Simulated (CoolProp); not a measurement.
Properties of R245fa at several states (Tc = 427.0 K, pc = 36.51 bar, ω = 0.378).

Computed with CoolProp (reference Helmholtz-energy equation of state, Akasaka 2015).

```json
[
 {"T (K)": "298.9", "p (bar)": "195", "phase": "liquid", "density (kg/m³)": "1388", "Joule-Thomson coefficient (K/MPa)": "-0.2947", "Prandtl number": "6.38", "fugacity coefficient": "0.01595"},
 {"T (K)": "410.4", "p (bar)": "0.928", "phase": "gas", "density (kg/m³)": "3.682", "Joule-Thomson coefficient (K/MPa)": "9.470", "Prandtl number": "0.664", "fugacity coefficient": "0.9903"},
 {"T (K)": "355.6", "p (bar)": "11.2", "phase": "liquid", "density (kg/m³)": "1164", "Joule-Thomson coefficient (K/MPa)": "0.07779", "Prandtl number": "4.07", "fugacity coefficient": "0.6425"}
]
```

Viscosity comes from a separate model (Bell 2016), an estimate that may be off by 10 % or more. Thermal conductivity comes from a separate model (Huber 2003), an estimate that may be off by 10 % or more.
